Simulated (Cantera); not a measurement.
A freely propagating, adiabatic, planar premixed flame of 17.7 % H2, 16.4 % O2, 61.5 % N2, 4.42 % H2O, unburnt at 500 K and 1.01 bar; unity-Lewis-number transport, grid criteria slope 0.08 and curve 0.16, no radiation.

Computed with Cantera and the H2/O2 subset of GRI-Mech 3.0, which has no nitrogen chemistry. Unity Lewis numbers drop preferential diffusion, which matters most where H2 and H carry the flame. Burning velocities carry a grid error of a few per cent, more on coarse grids. Lean hydrogen flames are cellular in practice and burn faster than this planar one.

x: mole fraction of selected species; z is measured from the peak of heat release.

```
z (mm)   T (K)  u (m/s)      x H2    x O2   x H2O     x HO2     x OH       x O
-------  -----  -------  --------  ------  ------  --------  -------  --------
-0.856     500     1.88     0.177   0.164  0.0442   6.36e-8    <1e-8     <1e-8
-0.570     501     1.88     0.177   0.164  0.0443   1.04e-6    <1e-8     <1e-8
-0.428     502     1.89     0.177   0.164  0.0445       [?]    <1e-8       [?]
-0.285     515     1.93     0.175   0.163  0.0461   2.82e-5  4.33e-8   5.96e-7
-0.143     662     2.46     0.158   0.155  0.0651  0.000258  5.32e-5   4.31e-5
-0.0713    [?]     3.39       [?]     [?]     [?]       [?]      [?]       [?]
0         1239     4.43    0.0622   0.110   0.162  0.000115  0.00314   0.00386
0.0713    1440     5.08    0.0242  0.0906   0.200   7.30e-5  0.00670   0.00744
0.143     1550     5.42    0.0127  0.0841   0.215   5.49e-5  0.00820   0.00766
0.285     1656     5.74   0.00721  0.0818   0.225   3.79e-5  0.00821   0.00537
0.570     1734     5.97   0.00374  0.0813   0.233   2.23e-5  0.00672   0.00278
1.14      1781     6.11   0.00153  0.0815   0.238   1.04e-5  0.00463   0.00113
2.28      1803     6.18  0.000538  0.0819   0.240   4.17e-6  0.00285  0.000398
```

**Question.** Some entries are withheld; supply them.

**Answer.** 
- -0.428, x HO2: 4.38e-6
- -0.428, x O: 4.80e-8
- -0.0713, T (K): 929
- -0.0713, x H2: 0.121
- -0.0713, x O2: 0.138
- -0.0713, x H2O: 0.104
- -0.0713, x HO2: 0.000217
- -0.0713, x OH: 0.000643
- -0.0713, x O: 0.000606
